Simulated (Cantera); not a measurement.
Input: 1 mol Al(CH3)3, a varied amount of N2O, 20 mol N2, held at 1625 K and 420 Torr.

Method: chemical equilibrium by Gibbs-energy minimisation in Cantera with the NASA 1993 tables (ideal gas, pure condensed phases). Candidate condensed phases: Al, AlN, Al2O3, C, C6H6, C7H8, C8H18, H2O; 148 gas species. The feed counts by its element totals alone. Gases not in the tables: Al(OH)3. Equilibrium is a limit: real reactors are often held back by kinetics, nucleation or transport.

Question: At 5.4 mol N2O, list the 5 most abundant gas species with their mole fractions, and the condensed phases.

Answer: N2 0.772, H2 0.115, CO 0.0859, H2O 0.0220, CO2 0.00531. Condensed: Al2O3(s).
